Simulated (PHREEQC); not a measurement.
## Nickel, zinc or cadmium bath (model solution)

Dissolve 0.026 mol ZnSO4, 0.0004 mol NaOH and 0.00043 mol NiCl2 per kg of water at 20 °C. Closed to the air; pH follows from the charge balance.

Computed with PHREEQC (ion-association model, wateq4f.dat).

Precipitation was switched off in this run.

Q: What pH, ionic strength does the model give?

A: pH 7.52; ionic strength 0.0619 mol/kgw.

Q: In which forms is Zn present?

A: Zn+2 58 %, ZnSO4 36 %, Zn(SO4)2-2 4.4 %, ZnOH+ 0.8 % of the Zn.

Examples of supersaturated solids here: Zn4(OH)6SO4, Zn(OH)2-e. Others may be too.
